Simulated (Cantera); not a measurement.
Input: 1 mol HgO, 0.5 mol H₂, at 0.133 bar.

Cantera equilibrium calculation (NASA polynomials, part measured and part estimated; ideal gas, pure solids and liquids). Candidate condensed phases: H₂O, Hg, HgO; 10 gas species. Rates play no part.

Q: Which condensed phases are stable at each of these points (T (°C)): 202, 302, 402, 502, 602, 702, 802, 902, 1002?

A: 
| T (°C) | condensed phases | Hg condensed (%) |
|---|---|---|
| 202 | Hg(l) + HgO(s) | 88.9 |
| 302 | HgO(s) | 49.8 |
| 402 | gas only | 0.0 |
| 502 | gas only | 0.0 |
| 602 | gas only | 0.0 |
| 702 | gas only | 0.0 |
| 802 | gas only | 0.0 |
| 902 | gas only | 0.0 |
| 1002 | gas only | 0.0 |

At 202 °C the condensed part is Hg(l) + HgO(s). At 302 °C the condensed part is HgO(s). From 402 °C to 1002 °C nothing is condensed.
